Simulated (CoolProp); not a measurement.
Sulfur dioxide at several states: density (kg/m³) from the reference equation and from simpler models built on Tc = 157.5 °C, pc = 78.87 bar, ω = 0.256; each cubic takes its own stable root.

Computed with CoolProp (reference Helmholtz-energy equation of state, Gao 2016).

```json
[
 {"T (°C)": "57.95", "p (bar)": "0.289", "phase": "gas", "reference": "0.6747", "van der Waals": "0.6739", "Redlich-Kwong": "0.6743", "Soave-Redlich-Kwong": "0.6745", "Peng-Robinson": "0.6746"},
 {"T (°C)": "126.55", "p (bar)": "0.104", "phase": "gas", "reference": "0.2006", "van der Waals": "0.2006", "Redlich-Kwong": "0.2006", "Soave-Redlich-Kwong": "0.2006", "Peng-Robinson": "0.2006"},
 {"T (°C)": "61.45", "p (bar)": "8.77", "phase": "gas", "reference": "22.53", "van der Waals": "21.56", "Redlich-Kwong": "22.01", "Soave-Redlich-Kwong": "22.20", "Peng-Robinson": "22.32"},
 {"T (°C)": "-45.75", "p (bar)": "11", "phase": "liquid", "reference": "1554", "van der Waals": "912.0", "Redlich-Kwong": "1351", "Soave-Redlich-Kwong": "1382", "Peng-Robinson": "1556"}
]
```
